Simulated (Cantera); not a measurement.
**Silicon etching in halogen gases: Si + F2 + H2**

A closed system holds: 1 mol Si, 0.7 mol F2, 55 mol H2, at 1025 °C and 0.133 bar.

Method: chemical equilibrium by Gibbs-energy minimisation in Cantera with the NASA 1993 tables (ideal gas, pure condensed phases). Candidate condensed phases: Si; 25 gas species. The tables' values for SiF3, SiF2 are old estimates; treat these amounts as uncertain. The numbers say what is thermodynamically allowed, not how fast it happens.

* **x(H2)**: 0.993
* **x(SiF4)**: 0.00471
* **x(SiHF3)**: 0.00132
* **x(SiF3)**: 0.000566
* **x(HF)**: 0.000324
* **x(SiH2F2)**: 0.000177
* **x(SiF2)**: 5.82e-5
* **x(SiH3F)**: 6.24e-6
* **x(H)**: 2.93e-6
* **n(Si(s))**: 0.622 mol
* **gas amount**: 55.34 mol
